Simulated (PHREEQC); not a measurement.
Dissolve 0.011 mol/kgw HCl and 0.00034 mol/kgw FeCl3 at 20 °C. Closed to the air; pH follows from the charge balance.

Computed with PHREEQC (ion-association model, phreeqc.dat).

This is a speciation only: nothing precipitates in the calculation.

**Question.** Predict the pH.

**Answer.** pH 2.00.

**Question.** In which forms is Fe present?

**Answer.** Fe+3 67 %, FeOH+2 20 %, FeCl+2 12 % of the Fe.

Examples of supersaturated solids here: Hematite (slow to form), Goethite (slow to form). Others may be too.
